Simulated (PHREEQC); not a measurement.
PHREEQC input (ion-association model, phreeqc.dat):

```
SOLUTION 0
  temp 40
  units mmol/kgw
  pH 7 charge
  S(6) 6
  Zn 6
  Cl 0.89
  Na 0.88
  O(0) 1 O2(g) -0.68
SOLUTION 1-40
  temp 40
  units mmol/kgw
  pH 7 charge
  Cl 19.01
  Zn 9.5
  O(0) 1 O2(g) -0.68
END
EXCHANGE 1-40
  X 0.0063
  -equilibrate 1
END
SELECTED_OUTPUT 1
  -reset false
  -pH true
  -pe true
  -ionic_strength true
  -water true
  -step true
  -totals Cl Na S Zn S(-2) S(6)
  -molalities ZnX2 NaX
  -saturation_indices Halite Zn(OH)2(e)
PRINT
  -reset false
TRANSPORT
  -cells 40
  -shifts 120
  -lengths 0.0125
  -time_step 60
  -dispersivities 0.04
  -boundary_conditions flux flux
  -correct_disp true
  -punch_cells 40
  -punch_frequency 4
END
```

Selected output (columns that matter, 18 of 31 rows; pore volumes added in front):

```
pore volumes	pH	mu	Cl	Na	S	Zn	m_ZnX2	m_NaX	si_Halite	si_Zn(OH)2(e)
0	4.9794	0.027586	0.01901	0	0	0.0095	0.00315	0	-1000	-3.8586
0.2125	4.9794	0.027586	0.01901	4.9841e-09	4.9586e-08	0.0095	0.00315	1.3147e-10	-11.757	-3.8586
0.4125	4.9812	0.027418	0.018753	1.0344e-05	8.5249e-05	0.0094514	0.0031499	2.7392e-07	-8.4451	-3.8578
0.5125	4.9868	0.026919	0.017981	4.2968e-05	0.0003407	0.0093048	0.0031494	1.1515e-06	-7.8438	-3.8554
0.7125	5.012	0.024809	0.014608	0.00019267	0.0014577	0.0086602	0.0031473	5.4555e-06	-7.2778	-3.8463
0.9125	5.046	0.022331	0.010303	0.00039249	0.002883	0.0078335	0.003144	1.2014e-05	-7.1147	-3.8383
1.1125	5.0762	0.020484	0.0066931	0.00056744	0.0040784	0.0071363	0.0031407	1.8682e-05	-7.1376	-3.8353
1.2125	5.0881	0.019848	0.0053225	0.00063618	0.0045323	0.0068705	0.0031392	2.1576e-05	-7.1859	-3.8353
1.4125	5.1055	0.019013	0.0033796	0.00073699	0.0051756	0.0064919	0.0031369	2.612e-05	-7.3173	-3.8366
1.6125	5.1158	0.018564	0.0022392	0.00079903	0.0055533	0.0062683	0.0031355	2.9096e-05	-7.4599	-3.8382
1.8125	5.1217	0.018326	0.001604	0.00083526	0.0057636	0.0061429	0.0031346	3.089e-05	-7.585	-3.8393
1.9125	5.1235	0.018254	0.0014061	0.00084697	0.0058291	0.0061037	0.0031343	3.1477e-05	-7.6359	-3.8397
2.1125	5.1258	0.018165	0.0011571	0.00086218	0.0059116	0.006054	0.0031339	3.2243e-05	-7.7126	-3.8403
2.3125	5.127	0.018119	0.001027	0.00087048	0.0059546	0.0060279	0.0031337	3.266e-05	-7.7602	-3.8406
2.5125	5.1277	0.018096	0.00095977	0.00087496	0.0059769	0.0060143	0.0031336	3.2884e-05	-7.7873	-3.8408
2.6125	5.1279	0.018089	0.0009397	0.00087634	0.0059835	0.0060102	0.0031335	3.2953e-05	-7.7958	-3.8408
2.8125	5.1281	0.01808	0.00091515	0.00087807	0.0059917	0.0060052	0.0031335	3.3039e-05	-7.8064	-3.8409
3.0125	5.1282	0.018076	0.00090269	0.00087899	0.0059958	0.0060026	0.0031335	3.3084e-05	-7.8119	-3.8409
```

Species that the database lacks are ignored. Constants without temperature data keep their 25 °C values here.
